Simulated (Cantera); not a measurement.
Charge: 1 mol SiH4, 580 mol H2, 0.1 mol C2H4, held at 0.100 bar.

Equilibrium computed with Cantera from the NASA thermochemical tables; the gas is ideal and each condensed phase is pure. Candidate condensed phases: C, C6H6, C7H8, C8H18, Si, SiC; 87 gas species. Mutual solubility and eutectic melting of coexisting phases are not modelled. The numbers say what is thermodynamically allowed, not how fast it happens. All values below are at 1152 °C.

Base state: H2 1.000, H 2.16e-5 (mole fractions); condensed: Si(s) + SiC(s).

### Question
What changes in the equilibrium state with this change: SiH4 replaced by SiH2Cl2?

### Answer
```tsv
species	before	after
H2	1.000	0.997
HCl	0	0.00337
SiCl2	0	3.43e-5
H	2.16e-5	2.15e-5
Si(s), mol	0.801	0.780
SiC(s), mol	0.199	0.199
```
